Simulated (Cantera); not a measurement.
Input: 1 mol SiH4, 9.1 mol O3, held at 1352 °C and 10.0 Torr.

Cantera equilibrium calculation (NASA polynomials, part measured and part estimated; ideal gas, pure solids and liquids). The tables hold silica as quartz up to 1696 K and as liquid above; real silica turns to tridymite and cristobalite and melts near 1996 K. Kinetics and transport are ignored.

| species | before | after |
|---|---|---|
| H2 | 1.21e-5 | 0.530 |
| H2O | 0.146 | 0.470 |
| H | 2.13e-6 | 0.000445 |
| O2 | 0.853 | 4.64e-9 |
| O | 0.000156 | 1.15e-8 |
| OH | 0.00108 | 1.66e-5 |
| SiO2(β-quartz), mol | 1.00 | 1.000 |
Gas species are given as mole fractions.

Question: Which change was made?
(A) O3 from 9.1 to 0.98 mol
(B) O3 from 9.1 to 0.12 mol
(C) O3 from 9.1 to 0.14 mol
(D) temperature from 1352 °C to 302 °C

Answer: A, O3 from 9.1 to 0.98 mol
